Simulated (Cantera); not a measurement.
An isothermal, constant-pressure homogeneous reactor starts with CO : O₂ : H₂O : N₂ = 0.0036 : 0.012 : 0.016 : 1 (molar parts), at 1250 K and 0.800 bar.

Detailed kinetics in Cantera: GRI-Mech 3.0 (53 species, 325 reactions).

x: mole fraction; the columns are a selection and need not sum to one.

| t (s) | x CO | x O₂ | x H₂O | x O | x NO | x H | x H₂ |
|---|---|---|---|---|---|---|---|
| 1.00e-6 | 0.00349 | 0.0116 | 0.0155 | 3.43e-12 | <1e-12 | <1e-12 | <1e-12 |
| 9.72e-6 | 0.00349 | 0.0116 | 0.0155 | 3.29e-11 | <1e-12 | <1e-12 | <1e-12 |
| 9.46e-5 | 0.00349 | 0.0116 | 0.0155 | 2.92e-10 | <1e-12 | 1.34e-11 | 1.25e-12 |
| 0.000920 | 0.00349 | 0.0116 | 0.0155 | 8.53e-9 | <1e-12 | 2.39e-9 | 1.83e-9 |
| 0.00894 | … | 0.0103 | 0.0154 | … | … | … | … |
| 0.0870 | … | 0.00991 | 0.0155 | … | 6.53e-8 | … | … |
| 0.846 | 2.14e-8 | 0.00990 | 0.0155 | 2.65e-8 | 6.69e-8 | 2.49e-10 | 1.99e-8 |
| 8.23 | 2.17e-9 | 0.00990 | 0.0155 | 7.87e-9 | 6.71e-8 | 4.32e-11 | 6.14e-9 |
| 80.0 | 2.13e-9 | 0.00990 | 0.0155 | 7.75e-9 | 6.73e-8 | 4.24e-11 | 6.06e-9 |

Problem. Some entries are withheld; supply them.

Solution. 
- 0.00894, x CO: 0.000835
- 0.00894, x O: 8.33e-5
- 0.00894, x NO: 4.88e-8
- 0.00894, x H: 4.42e-5
- 0.00894, x H₂: 7.81e-5
- 0.0870, x CO: 6.95e-6
- 0.0870, x O: 8.71e-7
- 0.0870, x H: 5.32e-8
- 0.0870, x H₂: 8.07e-7
